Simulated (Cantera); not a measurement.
Cantera run:

```python
import numpy as np
import cantera as ct

gas_names = """
    B BF BF2 BF3 BH BHF2 BH2 BH3 BN B2 F F2 H HF H2 H2F2 H3F3 H4F4 H5F5 H6F6 H7F7 N NF NF2 NF3 NH NH2
    NH3 N2 N2H2 N2H4
""".split()
cond_names = """
    B(b) B(L) BN(s)
""".split()


# ... load() reads the species with a 1 bar reference pressure and builds the phases ...
atoms = {
    'BN': {'B': 1, 'N': 1},
    'F2': {'F': 2},
    'H2': {'H': 2},
}
top_T = {'BN(s)': 3200}  # K; cautious upper limits of use, not melting points


# ... equilibrate(T, P, feed) seeds the gas with the atoms and calls Mixture.equilibrate('TP', solver="vcs", rtol=1e-11, max_steps=5000) ...
results = []
T = 1600  # K
P = 12000  # Pa
for m in [2, 3.4, 4.7, 6.1, 7.4, 8.8, 10]:
    feed = {'BN': 1, 'F2': m, 'H2': 3.1}  # mol
    mix = equilibrate(T, P, feed)
    results.append((T, P, feed, dict(zip(mix.species_names, mix.species_moles))))

top = {s: max(r[3][s] / sum(r[3][g] for g in gas_names) for r in results) for s in gas_names}
cols = sorted((s for s in top if top[s] > 0.0001), key=lambda s: -top[s])[:5]
seen = [c for c in cond_names if any(r[3].get(c, 0) > 1e-12 for r in results)]
print("log10 of partial pressures in bar; condensed amounts in mol")
print(f"{'n(F2)':>10s}" + "".join(f"{s[:9]:>10s}" for s in cols + seen))
for T, P, feed, n in results:
    ng = sum(n[g] for g in gas_names)
    print(f"{feed['F2']:10.4g}" + "".join(f"{np.log10(max(n[s] / ng * P / 1e5, 1e-99)):10.3f}" for s in cols)
          + "".join(f"{n.get(c, 0):10.4g}" for c in seen))
```

It prints:

```
log10 of partial pressures in bar; condensed amounts in mol
     n(F2)        HF         F        H2       BF3        N2
         2    -1.626    -9.551    -1.214    -1.631    -1.930
       3.4    -1.154    -8.859    -1.655    -1.734    -2.035
       4.7    -1.026    -2.518   -14.081    -1.818    -2.119
       6.1    -1.158    -1.475   -16.430    -1.950    -2.251
       7.4    -1.252    -1.298   -16.971    -2.044    -2.345
       8.8    -1.334    -1.206   -17.322    -2.127    -2.428
        10    -1.395    -1.157   -17.539    -2.187    -2.488
```

Cantera equilibrium calculation (NASA polynomials, part measured and part estimated; ideal gas, pure solids and liquids). The tables' values for BF2 are old estimates; treat these amounts as uncertain.
